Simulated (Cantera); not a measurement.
Input: 1 mol Fe3O4, 1.1 mol CO, at 2400 K and 120000 Pa.

Method: chemical equilibrium by Gibbs-energy minimisation in Cantera with the NASA 1993 tables (ideal gas, pure condensed phases). Candidate condensed phases: C, Fe, Fe(CO)5, FeO, Fe2O3, Fe3O4; 15 gas species. The tables' stoichiometric FeO is somewhat more stable than real wüstite, so its field is too wide. FeO: taken at fixed stoichiometry. The numbers say what is thermodynamically allowed, not how fast it happens.

Base state: CO2 0.856, CO 0.125, O2 0.0175, O 0.00105, FeO 0.000265, Fe 0.000149 (mole fractions); condensed: FeO(l).

**Question.** What changes in the equilibrium state with this change: pressure from 120000 Pa to 1330 Pa?

**Answer.** 
| species | before | after |
|---|---|---|
| CO2 | 0.856 | 0.510 |
| CO | 0.125 | 0.277 |
| O2 | 0.0175 | 0.115 |
| Fe | 0.000149 | 0.0496 |
| FeO | 0.000265 | 0.0239 |
| O | 0.00105 | 0.0254 |
| FeO(l), mol | 3.00 | 2.90 |

**Question.** What changes in the equilibrium state with this change: Fe3O4 replaced by MgO?

**Answer.** 
```csv
species,before,after
CO,0.125,0.969
Mg,0,0.0154
CO2,0.856,0.0154
O2,0.0175,9.42e-8
FeO,0.000265,0
Fe,0.000149,0
MgO,0,1.18e-5
O,0.00105,2.43e-6
"FeO(l), mol",3.00,0
"MgO(s), mol",0,0.983
```
Further candidate phases: Mg, MgCO3, MgO.
